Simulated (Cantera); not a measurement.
## Formation from one mole of O2

Source: NASA polynomial tables (part measured, part estimated), evaluated in Cantera. Values are per mole of reaction as written; species without (g) are pure solids or liquids, kept so even where they would boil at 1 bar.

2 C + O2(g) ⇌ 2 CO(g)

```json
[
 {"T (K)": "950", "ΔH° (kJ)": "-223.4", "ΔS° (J/K)": "177.2", "ΔG° (kJ)": "-391.7", "log10 K": "21.54"},
 {"T (K)": "1000", "ΔH° (kJ)": "-224.0", "ΔS° (J/K)": "176.6", "ΔG° (kJ)": "-400.6", "log10 K": "20.92"},
 {"T (K)": "1050", "ΔH° (kJ)": "-224.6", "ΔS° (J/K)": "176.0", "ΔG° (kJ)": "-409.4", "log10 K": "20.37"},
 {"T (K)": "1100", "ΔH° (kJ)": "-225.2", "ΔS° (J/K)": "175.5", "ΔG° (kJ)": "-418.2", "log10 K": "19.86"},
 {"T (K)": "1150", "ΔH° (kJ)": "-225.8", "ΔS° (J/K)": "174.9", "ΔG° (kJ)": "-426.9", "log10 K": "19.39"},
 {"T (K)": "1200", "ΔH° (kJ)": "-226.4", "ΔS° (J/K)": "174.4", "ΔG° (kJ)": "-435.7", "log10 K": "18.96"}
]
```

C + O2(g) ⇌ CO2(g)

| T (K) | ΔH° (kJ) | ΔS° (J/K) | ΔG° (kJ) | log10 K |
|---|---|---|---|---|
| 950 | -394.5 | 1.4 | -395.8 | 21.76 |
| 1000 | -394.6 | 1.2 | -395.9 | 20.68 |
| 1050 | -394.7 | 1.1 | -395.9 | 19.70 |
| 1100 | -394.8 | 1.0 | -396.0 | 18.80 |
| 1150 | -394.9 | 0.9 | -396.0 | 17.99 |
| 1200 | -395.0 | 0.9 | -396.1 | 17.24 |

4 Li + O2(g) ⇌ 2 Li2O

```
T (K)  ΔH° (kJ)  ΔS° (J/K)  ΔG° (kJ)  log10 K
-----  --------  ---------  --------  -------
950     -1209.8     -277.3    -946.4    52.03
1000    -1208.8     -276.3    -932.5    48.71
1050    -1206.9     -275.3    -917.9    45.66
1100    -1205.6     -274.0    -904.2    42.93
1150    -1204.2     -272.8    -890.5    40.45
1200    -1202.7     -271.5    -876.9    38.17
```

1.333 Ti + O2(g) ⇌ 0.6667 Ti2O3

```json
[
 {"T (K)": "950", "ΔH° (kJ)": "-1001.2", "ΔS° (J/K)": "-173.4", "ΔG° (kJ)": "-836.4", "log10 K": "45.99", "condensed phases": "Ti(α), Ti2O3(s)"},
 {"T (K)": "1000", "ΔH° (kJ)": "-1000.2", "ΔS° (J/K)": "-172.4", "ΔG° (kJ)": "-827.8", "log10 K": "43.24", "condensed phases": "Ti(α), Ti2O3(s)"},
 {"T (K)": "1050", "ΔH° (kJ)": "-999.3", "ΔS° (J/K)": "-171.6", "ΔG° (kJ)": "-819.2", "log10 K": "40.75", "condensed phases": "Ti(α), Ti2O3(s)"},
 {"T (K)": "1100", "ΔH° (kJ)": "-998.6", "ΔS° (J/K)": "-170.9", "ΔG° (kJ)": "-810.6", "log10 K": "38.49", "condensed phases": "Ti(α), Ti2O3(s)"},
 {"T (K)": "1150", "ΔH° (kJ)": "-998.3", "ΔS° (J/K)": "-170.6", "ΔG° (kJ)": "-802.1", "log10 K": "36.43", "condensed phases": "Ti(α), Ti2O3(s)"},
 {"T (K)": "1200", "ΔH° (kJ)": "-1002.2", "ΔS° (J/K)": "-174.0", "ΔG° (kJ)": "-793.4", "log10 K": "34.53", "condensed phases": "Ti(β), Ti2O3(s)"}
]
```
